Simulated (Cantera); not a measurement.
Charge: 1 mol Pb, 1.8 mol H2, held at 1.33 mbar.

Equilibrium computed with Cantera from the NASA thermochemical tables; the gas is ideal and each condensed phase is pure. Candidate condensed phases: Pb; 4 gas species. The numbers say what is thermodynamically allowed, not how fast it happens.

x: gas mole fraction; n: condensed amount in mol.

```csv
T (K),x H2,x Pb,x H,x Pb2,n Pb(l)
1148,0.790,0.210,1.74e-6,4.49e-6,0.521
1198,0.643,0.357,___,___,0
1248,0.643,0.357,1.03e-5,7.80e-6,0
1298,0.643,0.357,___,___,0
1348,0.643,0.357,5.08e-5,5.05e-6,0
1398,0.643,0.357,0.000104,4.15e-6,0
1448,0.643,0.357,0.000202,3.46e-6,0
1498,0.643,0.357,0.000377,2.92e-6,0
```

Question: What belongs in the gaps?

Answer: 
- 1298, x H: 2.35e-5
- 1298, x Pb2: 6.22e-6
- 1198, x H: 4.17e-6
- 1198, x Pb2: 9.95e-6
